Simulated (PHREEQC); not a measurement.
1 kg of water holding 53 mmol/kgw K2CO3, 150 mmol/kgw K2SO4 and 130 mmol/kgw KHCO3 is evaporated at 25 °C; the solids stay in contact with the brine. CO2 is held at log p = -3.4 (atm). Solids allowed: Arcanite, Kalicinite, Misenite. Others were left out.

Equilibrium calculation in PHREEQC: Pitzer model, pitzer.dat.

| water left (kg) | ionic strength | water activity | Kalicinite (mol) |
|---|---|---|---|
| 1.001 | 0.768 | 0.988 | 0 |
| 0.6761 | 1.14 | (withheld) | 0 |
| 0.457 | (withheld) | 0.976 | 0 |
| 0.3758 | 2.08 | 0.972 | 0 |
| 0.2542 | (withheld) | 0.965 | 0 |
| 0.172 | 2.89 | (withheld) | 0 |
| 0.1165 | 3.60 | (withheld) | 0 |
| 0.07904 | 4.77 | 0.925 | 0 |
| 0.06514 | 5.60 | (withheld) | 0 |
| 0.04432 | 7.92 | 0.861 | 0 |
| 0.03026 | 11.4 | 0.779 | 0 |
| 0.02054 | 15.1 | 0.685 | 0.0205 |
| 0.01354 | 15.1 | 0.685 | 0.0939 |
| 0.01095 | 15.1 | 0.685 | 0.121 |
| 0.007058 | 15.1 | 0.685 | 0.162 |
| 0.004425 | 15.1 | 0.685 | 0.190 |

Task: Some entries are withheld; supply them.

Result: 
- 0.6761, water activity: 0.983
- 0.457, ionic strength: 1.70
- 0.2542, ionic strength: 2.48
- 0.172, water activity: 0.958
- 0.1165, water activity: 0.946
- 0.06514, water activity: 0.910
